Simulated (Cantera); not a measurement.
Input (Python, Cantera):

```python
import numpy as np
import cantera as ct

surf = ct.Interface("diamond.yaml", "diamond_100")
gas, bulk = surf.adjacent["gas"], surf.adjacent["diamond"]
k = surf.kinetics_species_index(bulk.species_names[0])
cover = ["c6HH", "c6H*", "c6*H", "c6**", "c6HM", "c6B"]

rows, drift = [], 0.0
print(f"{'xCH3':>10s}{'um/h':>11s}" + "".join(f"{s:>11s}" for s in cover))
for v in [1e-06, 2.6e-06, 7e-06, 1.8e-05, 4.9e-05, 0.00013, 0.00034, 0.00089, 0.0024]:
    T, P, xH, xCH3 = 1300, 2300, 0.0054, v
    gas.TPX = T, P, {"H": xH, "CH3": xCH3, "CH4": 0.027, "H2": 1 - xH - xCH3 - 0.027}
    surf.TP = bulk.TP = T, P
    surf.coverages = "c6H*:0.1, c6HH:0.9"
    surf.advance_coverages(100.0)
    before = surf.coverages
    surf.advance_coverages(100.0)
    drift = max(drift, np.max(np.abs(surf.coverages - before) / (surf.coverages + 1e-9)))
    rate = surf.net_production_rates[k] * bulk.mean_molecular_weight / bulk.density * 3.6e9
    rows.append([rate, *surf[cover].coverages])
    print(f"{v:10.4g}{rate:11.4e}" + "".join(f"{x:11.3e}" for x in rows[-1][1:]))
```

It prints:

```
      xCH3       um/h       c6HH       c6H*       c6*H       c6**       c6HM        c6B
     1e-06 3.9011e-03  3.849e-01  4.897e-02  5.230e-01  4.313e-02  1.079e-06  1.059e-11
   2.6e-06 1.0142e-02  3.849e-01  4.896e-02  5.230e-01  4.312e-02  2.806e-06  2.752e-11
     7e-06 2.7302e-02  3.849e-01  4.896e-02  5.230e-01  4.312e-02  7.555e-06  7.409e-11
   1.8e-05 7.0176e-02  3.849e-01  4.896e-02  5.229e-01  4.310e-02  1.942e-05  1.904e-10
   4.9e-05 1.9081e-01  3.849e-01  4.896e-02  5.229e-01  4.304e-02  5.284e-05  5.178e-10
   0.00013 5.0471e-01  3.848e-01  4.894e-02  5.227e-01  4.289e-02  1.400e-04  1.370e-09
   0.00034 1.3097e+00  3.846e-01  4.890e-02  5.223e-01  4.251e-02  3.647e-04  3.554e-09
   0.00089 3.3603e+00  3.842e-01  4.881e-02  5.213e-01  4.155e-02  9.451e-04  9.118e-09
    0.0024 8.5965e+00  3.830e-01  4.856e-02  5.186e-01  3.912e-02  2.483e-03  2.333e-08
```

Detailed kinetics in Cantera: the Harris–Goodwin 1993 mechanism for the reconstructed diamond (100) surface.
